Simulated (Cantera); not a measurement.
Cantera run:

```python
import numpy as np
import cantera as ct

gas_names = """
    H H2 N NH NH2 NH3 N2 N2H2 N2H4 Si SiH SiH2 SiH3 SiH4 SiN Si2 Si2N Si3
""".split()
cond_names = """
    Si(cr) Si(L) Si3N4(a)
""".split()


# ... load() reads the species with a 1 bar reference pressure and builds the phases ...
atoms = {
    'Si3H8': {'Si': 3, 'H': 8},
    'N2': {'N': 2},
}
top_T = {'Si3N4(a)': 2400}  # K; cautious upper limits of use, not melting points


# ... equilibrate(T, P, feed) seeds the gas with the atoms and calls Mixture.equilibrate('TP', solver="vcs", rtol=1e-11, max_steps=5000) ...
results = []
feed = {'Si3H8': 1, 'N2': 45}  # mol
T = 925  # K
P = 110000  # Pa
mix = equilibrate(T, P, feed)
results.append((T, P, feed, dict(zip(mix.species_names, mix.species_moles))))
print(gas.report(threshold=1e-05))
for i in range(1, mix.n_phases):
    print(f"{mix.phase(i).name:16s} {mix.phase_moles(i):12.5e} mol")
```

It prints:

```
       temperature   925 K
          pressure   1.1e+05 Pa
           density   0.36904 kg/m^3
  mean mol. weight   25.802 kg/kmol
   phase of matter   gas

                          1 kg             1 kmol
                     ---------------   ---------------
          enthalpy        7.3543e+05        1.8976e+07  J
   internal energy        4.3736e+05        1.1285e+07  J
           entropy            8604.7        2.2202e+05  J/K
    Gibbs function       -7.2239e+06       -1.8639e+08  J
 heat capacity c_p            1243.7             32090  J/K
 heat capacity c_v            921.45             23775  J/K

                      mass frac. Y      mole frac. X     chem. pot. / RT
                     ---------------   ---------------   ---------------
                H2         0.0066468           0.08507           -19.684
               NH3        1.7137e-05        2.5963e-05           -41.855
                N2           0.99334            0.9149           -24.658
     [  +15 minor]        2.8448e-12        7.2438e-11

Si(cr)            0.00000e+00 mol
Si3N4(a)          1.00000e+00 mol
```

Equilibrium computed with Cantera from the NASA thermochemical tables; the gas is ideal and each condensed phase is pure. The feed counts by its element totals alone. N2 is the only nitrogen source here; it is nearly inert below about 1500 K, so the nitride shown seldom forms there in practice.
